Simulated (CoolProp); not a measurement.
Vapour-liquid equilibrium of R124 (1) + R142b (2) at 0.835 bar; x and y are mole fractions of (1).

Model: multi-fluid Helmholtz-energy mixture model, de Vries 1995 and Lemmon 2006; pair parameters Bell 2016, in CoolProp.

Problem. Give the bubble temperature and the first vapour's composition at x = 0.05, 0.8, 0.95. Is there an azeotrope?

Solution. x = 0.05: 259.3 K, y = 0.053; x = 0.8: 257.5 K, y = 0.824; x = 0.95: 256.9 K, y = 0.959. No azeotrope shows between x = 0.05 and 0.95.

The pair parameters rest on a limited set of measurements; away from them the model extrapolates.
